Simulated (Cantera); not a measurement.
Charge: 1 mol Si(CH3)4, 1.2 mol HCl, 12 mol H2, 0.06 mol C2H4, at 0.0110 bar.

Method: chemical equilibrium by Gibbs-energy minimisation in Cantera with the NASA 1993 tables (ideal gas, pure condensed phases). Candidate condensed phases: C, C6H6, C7H8, C8H18, Si, SiC; 109 gas species. Rates play no part. All values below are at 1148 K.

Base state: H2 0.938, HCl 0.0620, CH4 0.000230, SiCl4 1.34e-5, SiCl2 1.09e-5 (mole fractions); condensed: C(graphite) + SiC(s).

What changes in the equilibrium state with this change: pressure from 0.0110 bar to 0.230 bar?


| species | before | after |
|---|---|---|
| H2 | 0.938 | 0.934 |
| HCl | 0.0620 | 0.0611 |
| CH4 | 0.000230 | 0.00477 |
| SiCl4 | 1.34e-5 | 0.000265 |
| SiHCl3 | 4.06e-6 | 8.13e-5 |
| SiCl3 | 3.63e-6 | 1.59e-5 |
| SiCl2 | 1.09e-5 | 1.06e-5 |
| C(graphite), mol | 3.12 | 3.04 |
| SiC(s), mol | 0.999 | 0.993 |
The tables' values for SiCl3 are old estimates; treat these amounts as uncertain.
